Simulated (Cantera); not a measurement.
Silicon etching in halogen gases: Si + Br₂

A closed system holds: 1 mol Si, 2.7 mol Br₂, at 1330 Pa.

These are equilibrium values from Cantera (NASA tables, ideal gas, pure condensed phases), not measurements of a reactor. Candidate condensed phases: Br₂, Si; 9 gas species. The tables' values for SiBr₃ are old estimates; treat these amounts as uncertain. The numbers say what is thermodynamically allowed, not how fast it happens.

| T (K) | log p SiBr₄ | log p Br | log p Br₂ | log p SiBr₃ | log p SiBr₂ | log p SiBr |
|---|---|---|---|---|---|---|
| 1125 | -2.13 | -2.85 | -2.35 | -6.79 | -9.43 | <-13 |
| 1150 | -2.13 | -2.76 | -2.37 | -6.56 | -9.02 | <-13 |
| 1175 | -2.14 | -2.68 | -2.40 | -6.33 | -8.63 | <-13 |
| 1200 | -2.15 | -2.60 | -2.43 | -6.12 | -8.25 | <-13 |
| 1225 | -2.16 | -2.53 | -2.47 | -5.91 | -7.88 | <-13 |
| 1250 | -2.16 | -2.47 | -2.51 | -5.70 | -7.52 | <-13 |
| 1275 | -2.17 | -2.41 | -2.56 | -5.50 | -7.16 | <-13 |
| 1300 | -2.18 | -2.36 | -2.61 | -5.31 | -6.81 | <-13 |
| 1325 | -2.19 | -2.32 | -2.68 | -5.12 | -6.47 | -13.64 |
| 1350 | -2.20 | -2.28 | -2.75 | -4.93 | -6.13 | -13.05 |
| 1375 | -2.21 | -2.25 | -2.82 | -4.74 | -5.80 | -12.46 |
| 1400 | -2.22 | -2.22 | -2.90 | -4.56 | -5.47 | -11.89 |
| 1425 | -2.23 | -2.20 | -2.98 | -4.38 | -5.14 | -11.32 |
| 1450 | -2.24 | -2.18 | -3.07 | -4.21 | -4.82 | -10.77 |
log p: log10 of the partial pressure in bar; nothing condenses.

From 1125 K to 1450 K nothing is condensed. The main Si-bearing gas is SiBr₄ throughout.
